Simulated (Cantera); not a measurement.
Thermodynamics of carbon deposition, reforming and gasification, feed C6H6 + NH3

Input: 1 mol C6H6, 0.011 mol NH3, at 0.133 bar.

Method: chemical equilibrium by Gibbs-energy minimisation in Cantera with the NASA 1993 tables (ideal gas, pure condensed phases). Candidate condensed phases: C, C6H6, C7H8, C8H18; 92 gas species. Kinetics and transport are ignored.

| T (°C) | log p H2 | log p CH4 | log p H | log p C2H2 (acetylene) | log p N2 | log p HCN | n C(graphite) |
|---|---|---|---|---|---|---|---|
| 227 | -2.15 | -0.90 | <-12 | <-12 | -3.33 | <-12 | 4.53 |
| 427 | -1.10 | -1.27 | <-12 | <-12 | -3.47 | -10.56 | 5.13 |
| 627 | -0.89 | -2.29 | -10.38 | -11.14 | -3.60 | -8.30 | 5.89 |
| 827 | -0.88 | -3.20 | -8.03 | -8.75 | -3.61 | -6.90 | 5.99 |
| 1027 | -0.88 | -3.86 | -6.39 | -7.12 | -3.62 | -5.93 | 6.00 |
| 1227 | -0.88 | -4.34 | -5.19 | -5.92 | -3.62 | -5.22 | 6.00 |
| 1427 | -0.88 | -4.71 | -4.27 | -5.01 | -3.63 | -4.69 | 6.00 |
| 1627 | -0.88 | -5.00 | -3.54 | -4.30 | -3.67 | -4.28 | 6.00 |
| 1827 | -0.88 | -5.24 | -2.95 | -3.72 | -3.73 | -3.98 | 5.99 |
| 2027 | -0.89 | -5.45 | -2.46 | -3.25 | -3.84 | -3.75 | 5.97 |
| 2227 | -0.91 | -5.65 | -2.06 | -2.88 | -4.01 | -3.61 | 5.93 |
| 2427 | -0.95 | -5.86 | -1.72 | -2.58 | -4.23 | -3.54 | 5.86 |
| 2627 | -1.03 | -6.12 | -1.46 | -2.37 | -4.48 | -3.53 | 5.73 |
log p: log10 of the partial pressure in bar; n: condensed amount in mol.

From 227 °C to 2627 °C the condensed part is C(graphite). The main C-bearing gas is CH4 at 227 °C and C2H2 (acetylene) at 2627 °C.
